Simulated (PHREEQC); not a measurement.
A solution holds 0.03 mol NiCl2 and 0.0085 mol KCl per kg of water, at 25 °C. Closed to the air; pH follows from the charge balance.

All values are PHREEQC results (ion-association model, wateq4f.dat), not measurements.

Q: The ionic strength comes out as 0.0943 mol/kgw. What activity coefficients do NiOH+, K+, Cl-, NiCl+, Ni+2 get?

A: NiOH+ 0.79, K+ 0.77, Cl- 0.77, NiCl+ 0.79, Ni+2 0.38.

No solid was allowed to form.
